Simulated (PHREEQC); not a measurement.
A solution holds 1.6 mol K2CO3 per kg of water, at 25 °C. Closed to the air; pH follows from the charge balance.

Model: Pitzer model, pitzer.dat, run in PHREEQC.

```json
{
  "pH": "12.10",
  "ionic_strength": "4.79 mol/kgw",
  "activity_of_water": "0.927",
  "density": "1.161 g/cm³",
  "osmotic_coefficient": "0.877",
  "total_alkalinity": "3200 meq/kg"
}
```

```json
[
 {"species": "K+", "molality": "3.20", "activity": "1.44", "log γ": "-0.346"},
 {"species": "CO3-2", "molality": "1.59", "activity": "0.217", "log γ": "-0.866"},
 {"species": "OH-", "molality": "0.00776", "activity": "0.0118", "log γ": "0.182"},
 {"species": "HCO3-", "molality": "0.00776", "activity": "0.00376", "log γ": "-0.314"},
 {"species": "CO2", "molality": "5.11e-9", "activity": "7.09e-9", "log γ": "0.142"}
]
```

Precipitation was switched off in this run. In brines, pH and single-ion activities rest on the MacInnes convention.
